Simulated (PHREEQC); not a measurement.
A column of 0.1 m (30 cells, dispersivity 0.005 m, 720 s a shift, diffusion coefficient 3e-10 m²/s) holds 0.044 eq of the database's cation exchanger X per kg of pore water, first in equilibrium with 0.027 mol/kgw NH4Cl and 1e-05 mol/kgw HCl. It is flushed with 47 mmol/kgw KBr, 6.2 mmol/kgw NaCl and 0.01 mmol/kgw HCl, at 25 °C. Values are for the last cell. The system is closed to CO2. No solid was allowed to form.

Base run: PHREEQC, ion-association model, phreeqc.dat. Each further column changes one thing. The table gives K in solution (mol/kgw).

```tsv
pore volumes	base	exchange capacity from 0.044 to 0.022 eq/kgw	dispersivity from 0.005 to 0.01 m
0	0	0	0
0.4167	1.43e-11	2.41e-8	1.00e-7
0.8167	3.42e-5	0.000898	?
1.217	0.00310	?	0.00701
1.617	0.0156	?	0.0192
2.017	0.0300	0.0424	0.0301
2.417	0.0393	0.0456	0.0374
2.817	0.0438	0.0466	0.0417
3.217	0.0458	0.0469	0.0442
3.617	0.0465	0.0470	?
4.017	0.0468	0.0470	0.0462
```

Problem. Complete the blanks.

Solution. 
- 0.8167, dispersivity from 0.005 to 0.01 m: 0.000533
- 1.217, exchange capacity from 0.044 to 0.022 eq/kgw: 0.0148
- 1.617, exchange capacity from 0.044 to 0.022 eq/kgw: 0.0332
- 3.617, dispersivity from 0.005 to 0.01 m: 0.0455
